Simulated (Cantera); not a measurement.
Thermodynamics of silicon nitride deposition, feed SiHCl3 + NH3 + H2

Input: 1 mol SiHCl3, 10 mol NH3, 0.12 mol H2, held at 10.0 Torr.

These are equilibrium values from Cantera (NASA tables, ideal gas, pure condensed phases), not measurements of a reactor. Candidate condensed phases: NH4Cl, Si, Si3N4; 28 gas species. The tables' values for SiCl, SiCl3, SiN are old estimates; treat these amounts as uncertain. Gases not in the tables: Si2H6 and higher silanes. The numbers say what is thermodynamically allowed, not how fast it happens.

From 900 K to 1700 K the condensed part is Si3N4(s). From 1800 K to 2000 K the condensed part is Si(l). The main Si-bearing gas is SiCl4 at 900 K and SiCl2 at 2000 K.

| T (K) | log p H2 | log p N2 | log p HCl | log p SiCl2 | log p H | n Si3N4(s) | n Si(l) |
|---|---|---|---|---|---|---|---|
| 900 | -2.06 | -2.57 | -2.73 | -10.20 | -10.96 | 0.331 | 0 |
| 1000 | -2.06 | -2.57 | -2.73 | -8.65 | -9.67 | 0.332 | 0 |
| 1100 | -2.06 | -2.57 | -2.73 | -7.40 | -8.62 | 0.332 | 0 |
| 1200 | -2.06 | -2.57 | -2.73 | -6.35 | -7.73 | 0.332 | 0 |
| 1300 | -2.06 | -2.57 | -2.73 | -5.47 | -6.98 | 0.330 | 0 |
| 1400 | -2.06 | -2.57 | -2.74 | -4.74 | -6.34 | 0.322 | 0 |
| 1500 | -2.05 | -2.56 | -2.77 | -4.15 | -5.78 | 0.293 | 0 |
| 1600 | -2.05 | -2.55 | -2.84 | -3.73 | -5.29 | 0.230 | 0 |
| 1700 | -2.05 | -2.54 | -2.95 | -3.47 | -4.86 | 0.144 | 0 |
| 1800 | -2.05 | -2.52 | -2.98 | -3.42 | -4.47 | 0 | 0.358 |
| 1900 | -2.06 | -2.52 | -2.97 | -3.45 | -4.13 | 0 | 0.370 |
| 2000 | -2.06 | -2.53 | -2.96 | -3.48 | -3.82 | 0 | 0.333 |
log p: log10 of the partial pressure in bar; n: condensed amount in mol.
